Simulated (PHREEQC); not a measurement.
A PHREEQC speciation (ion-association model, wateq4f.dat) at 25 °C gives pH 7.24 and these molalities:

```csv
species,mol/kgw
Na+,0.215
SO4-2,0.0946
NaSO4-,0.0254
```

Question: What are the element totals, and what could have been dissolved in 1 kg of water to give them?

Answer: One answer among several that fit: totals Na 0.240, S(6) 0.120 mol/kgw, from 0.12 mol Na2SO4 per kg of water.

This is a speciation only: nothing precipitates in the calculation. Complexes and solids missing from the database can't appear.
